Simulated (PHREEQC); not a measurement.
A solution holds 0.001 mol/kgw HF, 0.1 mol/kgw NH4F and 6.6e-05 mol/kgw HCl, at 20 °C. Closed to the air; pH follows from the charge balance.

Model: ion-association model, wateq4f.dat, run in PHREEQC.

```yaml
pH: 5.12
ionic_strength: 0.100 mol/kgw
total_alkalinity: -1.07 meq/kg
```

```tsv
species	molality	activity	log γ
NH4+	0.100	0.0783	-0.106
F-	0.0997	0.0761	-0.117
HF	0.000769	0.000787	0.010
HF2-	0.000289	0.000220	-0.117
Cl-	6.60e-5	5.05e-5	-0.116
H+	9.12e-6	7.54e-6	-0.083
NH3	4.13e-6	4.13e-6	0.000
H2F2	1.88e-6	1.93e-6	0.010
OH-	1.18e-9	8.97e-10	-0.117
```

This is a speciation only: nothing precipitates in the calculation.
